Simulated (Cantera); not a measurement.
# Ignition delay

Mixture: 11.4 % CH₃OH, 18.1 % O₂, 68.0 % N₂, 2.52 % CO₂, equivalence ratio 0.95, at 6.91 atm, adiabatic and at constant pressure. Ignition delay is the time to a rise of 400 K.

Computed with Cantera and GRI-Mech 3.0 (53 species, 325 reactions). GRI-Mech 3.0 was tuned for natural gas; its chemistry of methanol as a main component is partial and can be far from experiment.

```json
[
 {"T0 (K)": "1123", "delay (ms)": "7.79"},
 {"T0 (K)": "1223", "delay (ms)": "1.34"},
 {"T0 (K)": "1323", "delay (ms)": "0.309"},
 {"T0 (K)": "1423", "delay (ms)": "0.0920"},
 {"T0 (K)": "1523", "delay (ms)": "0.0339"},
 {"T0 (K)": "1623", "delay (ms)": "0.0148"},
 {"T0 (K)": "1723", "delay (ms)": "0.00731"}
]
```

| Item | Result |
|---|---|
| apparent activation energy between 1523 and 1723 K | 170 kJ/mol |
